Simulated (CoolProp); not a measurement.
Vapour-liquid equilibrium of benzene (1) + p-xylene (2) at 0.0548 MPa; x and y are mole fractions of (1).

Values from CoolProp's multi-fluid Helmholtz-energy mixture model, Thol 2012 and Zhou 2012; pair parameters Bell 2016.

| x | bubble temperature (K) | y at the bubble point | dew temperature at overall composition x (K) | liquid density (mol/L) |
|---|---|---|---|---|
| 0.05 | 384.2 | 0.200 | 388.5 | 7.445 |
| 0.15 | 374.3 | 0.477 | 385.7 | 7.752 |
| 0.25 | 366.2 | 0.650 | 382.6 | 8.058 |
| 0.35 | 359.5 | 0.761 | 379.2 | 8.369 |
| 0.45 | 353.9 | 0.836 | 375.4 | 8.687 |
| 0.55 | 349.2 | 0.888 | 371.1 | 9.014 |
| 0.65 | 345.2 | 0.926 | 366.2 | 9.354 |
| 0.75 | 341.7 | 0.954 | 360.2 | 9.709 |
| 0.85 | 338.6 | 0.976 | 352.7 | 10.08 |
| 0.95 | 335.8 | 0.993 | 342.2 | 10.47 |

No azeotrope shows between x = 0.05 and 0.95.

Pair parameters are fitted to limited data, so mixtures are less certain than the pure fluids.
